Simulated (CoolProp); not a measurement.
Saturation properties of R123 (Tc = 456.8 K, pc = 3662 kPa, ω = 0.282).

Values from CoolProp's reference Helmholtz-energy equation of state, Younglove 1994. It is a modified Benedict-Webb-Rubin equation, recast in Helmholtz form.

| T (K) | p (kPa) | vapour density (kg/m³) | liquid cp (kJ/(kg K)) |
|---|---|---|---|
| 329.3 | 255.6 | 15.55 | 1.061 |
| 333.5 | 288.8 | 17.48 | 1.067 |
| 337.7 | 325.1 | 19.59 | 1.073 |
| 341.9 | 364.7 | 21.90 | 1.080 |
| 346.1 | 408.0 | 24.43 | 1.087 |
| 350.3 | 455.0 | 27.18 | 1.094 |
| 354.5 | 505.9 | 30.18 | 1.102 |
| 358.7 | 561.0 | 33.44 | 1.110 |
| 362.8 | 619.1 | 36.90 | 1.119 |
| 367 | 683.1 | 40.75 | 1.128 |
| 371.2 | 751.9 | 44.93 | 1.138 |
| 375.4 | 825.7 | 49.48 | 1.149 |
| 379.6 | 904.9 | 54.41 | 1.161 |

It boils at 301.0 K under 1 atm.
